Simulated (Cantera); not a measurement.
A freely propagating, adiabatic, planar premixed flame of H2 : O2 : N2 : H2O = 1 : 0.185 : 0.696 : 0.066 (molar parts), unburnt at 498 K and 44000 Pa; mixture-averaged transport, grid criteria slope 0.08 and curve 0.16, no radiation.

Detailed kinetics in Cantera: the H2/O2 subset of GRI-Mech 3.0, which has no nitrogen chemistry. Burning velocities carry a grid error of a few per cent, more on coarse grids.

Task: What does this change do: inlet temperature 498 to 600 K?

Result: 
```
quantity                    before     after
------------------------  --------  --------
laminar burning velocity  522 cm/s  730 cm/s
thermal thickness          1.24 mm   1.34 mm
peak x(OH)                 0.00158   0.00203
peak x(H2O2)               9.78e-6   3.08e-6
peak x(HO2)               0.000181  0.000131
```

Task: What does this change do: inlet temperature 498 to 325 K?

Result: 
| quantity | before | after |
|---|---|---|
| laminar burning velocity | 522 cm/s | 254 cm/s |
| thermal thickness | 1.24 mm | 1.02 mm |
| peak x(OH) | 0.00158 | 0.00100 |
| peak x(H2O2) | 9.78e-6 | 5.43e-5 |
| peak x(HO2) | 0.000181 | 0.000264 |
